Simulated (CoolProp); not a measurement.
Vapour-liquid equilibrium of CF4 (R14) (1) + R13 (2) at 0.599 MPa; x and y are mole fractions of (1).

The numbers come from the multi-fluid Helmholtz-energy mixture model, Platzer 1990 and Platzer 1990; pair parameters Bell 2016 in CoolProp. This equation is an older, rougher fit; its heat capacities, sound speeds and derivatives of the liquid may be far off and weren't checked against measurements.

```json
[
 {"x": "0.05", "bubble temperature (K)": "…", "y at the bubble point": "…", "dew temperature at overall composition x (K)": "231.5", "liquid density (mol/L)": "…"},
 {"x": "0.15", "bubble temperature (K)": "211.7", "y at the bubble point": "…", "dew temperature at overall composition x (K)": "228.5", "liquid density (mol/L)": "13.87"},
 {"x": "0.25", "bubble temperature (K)": "202.8", "y at the bubble point": "0.742", "dew temperature at overall composition x (K)": "225.2", "liquid density (mol/L)": "14.32"},
 {"x": "0.35", "bubble temperature (K)": "196.4", "y at the bubble point": "…", "dew temperature at overall composition x (K)": "221.7", "liquid density (mol/L)": "14.67"},
 {"x": "0.45", "bubble temperature (K)": "…", "y at the bubble point": "0.879", "dew temperature at overall composition x (K)": "217.8", "liquid density (mol/L)": "14.97"},
 {"x": "0.55", "bubble temperature (K)": "188.0", "y at the bubble point": "0.914", "dew temperature at overall composition x (K)": "213.4", "liquid density (mol/L)": "15.22"},
 {"x": "0.65", "bubble temperature (K)": "184.9", "y at the bubble point": "0.940", "dew temperature at overall composition x (K)": "208.3", "liquid density (mol/L)": "…"},
 {"x": "0.75", "bubble temperature (K)": "182.3", "y at the bubble point": "0.960", "dew temperature at overall composition x (K)": "202.2", "liquid density (mol/L)": "15.66"},
 {"x": "0.85", "bubble temperature (K)": "179.8", "y at the bubble point": "0.977", "dew temperature at overall composition x (K)": "194.5", "liquid density (mol/L)": "15.85"},
 {"x": "0.95", "bubble temperature (K)": "177.6", "y at the bubble point": "0.993", "dew temperature at overall composition x (K)": "183.6", "liquid density (mol/L)": "16.05"}
]
```

Q: Fill in the missing entries.

A: 
- 0.05, bubble temperature (K): 224.7
- 0.05, y at the bubble point: 0.265
- 0.05, liquid density (mol/L): 13.27
- 0.15, y at the bubble point: 0.585
- 0.35, y at the bubble point: 0.827
- 0.45, bubble temperature (K): 191.7
- 0.65, liquid density (mol/L): 15.45

No azeotrope shows between x = 0.05 and 0.95.

Pair parameters are fitted to limited data, so mixtures are less certain than the pure fluids.
